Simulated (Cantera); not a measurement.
A freely propagating, adiabatic, planar premixed flame of H₂ : O₂ : N₂ = 1 : 0.357 : 0.929 (molar parts), equivalence ratio 1.4, unburnt at 300 K and 0.158 atm; mixture-averaged transport, grid criteria slope 0.08 and curve 0.16, no radiation.

Cantera simulation using the H2/O2 subset of GRI-Mech 3.0, which has no nitrogen chemistry; the numbers are that mechanism's predictions, not measurements. Burning velocities carry a grid error of a few per cent, more on coarse grids.

How do the results move with these cheaper or finer settings: unity-Lewis-number transport; multicomponent transport; multicomponent+Soret transport; grid criteria slope 0.5, curve 1; grid criteria slope 0.25, curve 0.5; grid criteria slope 0.03, curve 0.06?


```csv
setting,laminar burning velocity,thermal thickness,peak x(H),peak x(O),grid points
as above,323 cm/s,3.69 mm,0.129,0.0107,136
unity-Lewis-number transport,199 cm/s,2.96 mm,0.132,0.0100,123
multicomponent transport,313 cm/s,3.73 mm,0.128,0.0105,136
multicomponent+Soret transport,298 cm/s,3.60 mm,0.126,0.0105,137
"grid criteria slope 0.5, curve 1",338 cm/s,4.37 mm,0.131,0.0111,47
"grid criteria slope 0.25, curve 0.5",329 cm/s,3.93 mm,0.129,0.0103,68
"grid criteria slope 0.03, curve 0.06",321 cm/s,3.62 mm,0.128,0.0108,298
```
Unity Lewis numbers drop preferential diffusion, which matters most where H2 and H carry the flame; Soret adds thermal diffusion.
